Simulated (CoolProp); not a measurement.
Model: reference Helmholtz-energy equation of state, Jacobsen 1992, in CoolProp.

Give the vapour pressure (MPa), liquid density (kg/m³), vapour density (kg/m³), liquid cp (kJ/(kg K)) of saturated R11 at 359.2 K.


```csv
T (K),p (MPa),liquid density (kg/m³),vapour density (kg/m³),liquid cp (kJ/(kg K))
359.2,0.604,1320,31.8,0.962
```
